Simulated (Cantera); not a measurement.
A perfectly stirred reactor is fed with CH4 : H2 : O2 : N2 = 1 : 0.032 : 1.83 : 8.9 (molar parts), at 1.00 bar; it is adiabatic with a 625 K inlet, and is followed from long to short residence time, starting on the burning branch (τ in s: 0.29, 0.14, 0.063, 0.03, 0.014, 0.0065, 0.003, 0.0014, 0.00067, 0.00031, 0.00015, 6.9e-05).

Detailed kinetics in Cantera: GRI-Mech 3.0 (53 species, 325 reactions).

### Question
Predict: blow-out, bracketed by the residence times tried; x(CH4) at τ = 0.290 s; x(H2) at τ = 0.290 s; x(O2) at τ = 0.290 s; x(HCO) at τ = 0.290 s; x(CH4) at τ = 3.00 ms; x(H2) at τ = 3.00 ms; x(O2) at τ = 3.00 ms; x(HCO) at τ = 3.00 ms.

### Answer
```
Quantity                                                                        Value
------------------------------------------------  -----------------------------------
blow-out, bracketed by the residence times tried  burning at 0.150 ms, out at 69.0 µs
x(CH4) at τ = 0.290 s                                                         3.07e-6
x(H2) at τ = 0.290 s                                                           0.0109
x(O2) at τ = 0.290 s                                                         0.000562
x(HCO) at τ = 0.290 s                                                         1.57e-8
x(CH4) at τ = 3.00 ms                                                         5.16e-5
x(H2) at τ = 3.00 ms                                                           0.0149
x(O2) at τ = 3.00 ms                                                          0.00519
x(HCO) at τ = 3.00 ms                                                         9.06e-7
```
